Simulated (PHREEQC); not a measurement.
Dissolve 0.0074 mol/kgw HF, 0.0028 mol/kgw KF and 0.0068 mol/kgw HCl at 25 °C. Closed to the air; pH follows from the charge balance.

All values are PHREEQC results (ion-association model, wateq4f.dat), not measurements.

No solid was allowed to form.

### Question
Predict the pH, ionic strength.

### Answer
pH 2.31; ionic strength 0.00812 mol/kgw.

### Question
In which forms is F present?

### Answer
HF 83 %, F- 12 %, H2F2 3.7 %, HF2- 0.8 % of the F.

Species that the database lacks are ignored.
